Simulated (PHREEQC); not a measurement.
Dissolve 0.014 mol NaH2PO4 and 0.00011 mol Na2SO4 per kg of water at 94 °C. Closed to the air; pH follows from the charge balance.

Computed with PHREEQC (ion-association model, phreeqc.dat).

Task: The ionic strength comes out as 0.0144 mol/kgw. What activity coefficients do H+, SO4-2, H2PO4-, Na+, HPO4-2 get?

Result: H+ 0.89, SO4-2 0.58, H2PO4- 0.87, Na+ 0.87, HPO4-2 0.58.

Precipitation was switched off in this run. At this temperature some constants are extrapolated from 25 °C, and those without enthalpy data are left unchanged.
